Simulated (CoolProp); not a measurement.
Saturated liquid density (kg/m³) of ammonia: the reference equation beside estimates from Tc = 405.6 K, pc = 11.36 MPa, ω = 0.256.

The numbers come from the reference Helmholtz-energy equation of state, Gao 2020 in CoolProp.

| T (K) | reference | van der Waals | Soave-Redlich-Kwong | Peng-Robinson |
|---|---|---|---|---|
| 201.6 | 726.8 | 376.9 | 571.2 | 642.5 |
| 216.6 | 709.4 | 368.9 | [?] | 630.3 |
| 231.7 | [?] | 360.5 | 547.1 | [?] |
| 246.8 | [?] | 351.7 | [?] | 602.2 |
| 261.8 | [?] | 342.4 | 518.7 | 586.2 |
| 276.9 | [?] | 332.4 | 502.3 | 568.5 |
| 292 | 612.1 | 321.8 | 484.4 | [?] |
| 307 | 589.4 | 310.3 | 464.6 | 526.9 |
| 322.1 | 564.8 | 297.8 | 442.4 | 502.0 |

Some entries are withheld; supply them.


- 216.6, Soave-Redlich-Kwong: 559.7
- 231.7, reference: 691.5
- 231.7, Peng-Robinson: 616.9
- 246.8, reference: 673.0
- 246.8, Soave-Redlich-Kwong: 533.5
- 261.8, reference: 653.8
- 276.9, reference: 633.5
- 292, Peng-Robinson: 548.8

Absolute difference from the reference over all 9 rows, mean and median: van der Waals 47.7 and 47.6 %, Soave-Redlich-Kwong 21.0 and 20.9 %, Peng-Robinson 10.7 and 10.6 %.
